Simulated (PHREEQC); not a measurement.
**Sulfide liquor (model solution)**

Dissolve 0.0072 mol H2S, 0.0037 mol HCl and 0.00035 mol MnCl2 per kg of water at 20 °C. Closed to the air; pH follows from the charge balance.

The numbers come from PHREEQC with the ion-association model, wateq4f.dat.

No solid was allowed to form.

Problem. Estimate the pH.

Solution. pH 2.46.

Problem. In which forms is Mn present?

Solution. Mn+2 99 %, MnCl+ 1.3 % of the Mn.

Complexes and solids missing from the database can't appear. The polysulfide entries of wateq4f.dat were taken out for this run.
